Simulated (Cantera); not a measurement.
Catalytic combustion on Pt

An isothermal plug-flow reactor at 1323 K and 2.07 atm (inlet), inlet velocity 0.5 m/s, active area per volume 440 1/m; feed CH4 : O2 : N2 : H2O = 0.0027 : 0.012 : 0.79 : 0.038 (molar parts), equivalence ratio 0.45.

Detailed kinetics in Cantera: Deutschmann's 1995 Pt surface mechanism with GRI-Mech 3.0 gas chemistry. Catalytic surfaces can have several steady states; this one follows from the mechanism file's or the stated starting coverage. Mass transfer to the wall is taken as infinitely fast.

```tsv
z (m)	x CH4	x O2	x H2O	x CO2	x CO	θ free Pt	θ O*	θ OH*
0.00089	0.000989	0.0103	0.0491	0.00192	3.89e-6	0.662	0.335	0.00286
0.0019	0.000236	0.00880	0.0507	0.00264	1.55e-6	0.670	0.327	0.00289
0.0041	9.97e-6	0.00819	0.0513	0.00295	2.87e-7	0.673	0.324	0.00289
0.0089	5.02e-8	0.00806	0.0514	0.00302	5.51e-8	0.674	0.323	0.00289
0.019	2.32e-8	0.00800	0.0514	0.00306	2.38e-8	0.675	0.322	0.00289
0.041	1.21e-8	0.00794	0.0514	0.00311	1.22e-8	0.675	0.322	0.00289
0.089	3.02e-9	0.00789	0.0515	0.00315	3.06e-9	0.676	0.322	0.00289
```
x: gas mole fraction; θ: surface coverage.
